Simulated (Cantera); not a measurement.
# Reactions in the system N-O-Zr

Standard-state values (1 bar) from the NASA 1993 polynomials, evaluated with Cantera. Values are per mole of reaction as written; species without (g) are pure solids or liquids, kept so even where they would boil at 1 bar. ZrN: taken at fixed stoichiometry.

6 ZrO₂(g) + 3 N₂(g) → 4 O₃(g) + 6 ZrN

| T (K) | ΔH° (kJ) | ΔS° (J/K) | ΔG° (kJ) | log10 K |
|---|---|---|---|---|
| 425 | 99.2 | -1010.2 | 528.5 | -64.96 |
| 475 | 102.5 | -1003.0 | 578.9 | -63.66 |
| 525 | 106.1 | -995.7 | 628.8 | -62.56 |
| 575 | 110.1 | -988.5 | 678.4 | -61.63 |
| 625 | 114.3 | -981.4 | 727.7 | -60.82 |
| 675 | 118.7 | -974.6 | 776.6 | -60.09 |

ZrO₂(g) → 2 O(g) + Zr

```tsv
T (K)	ΔH° (kJ)	ΔS° (J/K)	ΔG° (kJ)	log10 K
425	787.2	94.6	746.9	-91.80
475	788.1	96.7	742.2	-81.61
525	788.9	98.4	737.3	-73.35
575	789.8	99.9	732.3	-66.53
625	790.6	101.2	727.3	-60.78
675	791.4	102.5	722.2	-55.89
```
